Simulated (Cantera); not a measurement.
**Equilibrium for carbothermic reduction: TiO₂ + CO**

Charge: 1 mol TiO₂, 6.3 mol CO, at 2098 K.

Cantera equilibrium calculation (NASA polynomials, part measured and part estimated; ideal gas, pure solids and liquids). Candidate condensed phases: C, Ti, TiC, TiO, TiO₂, Ti₂O₃, Ti₃O₅, Ti₄O₇; 15 gas species. Condensed phases not in the tables: Magnéli phases beyond Ti₄O₇. Kinetics and transport are ignored.

```
P (Pa)    x CO   x CO₂    x TiO₂       x O  n Ti₄O₇(l)
-------  -----  ------  --------  --------  ----------
10       0.954  0.0362   0.00760   0.00150       0.237
100      0.960  0.0393  0.000774  0.000162       0.249
1000     0.960  0.0396   7.76e-5   1.63e-5       0.250
10000    0.960  0.0397   7.76e-6   1.63e-6       0.250
100000   0.960  0.0397   7.76e-7   1.63e-7       0.250
1000000  0.960  0.0397   7.76e-8   1.63e-8       0.250
```
x: gas mole fraction; n: condensed amount in mol.

From 10.0 Pa to 1000000 Pa the condensed part is Ti₄O₇(l). The main Ti-bearing gas is TiO₂ throughout.
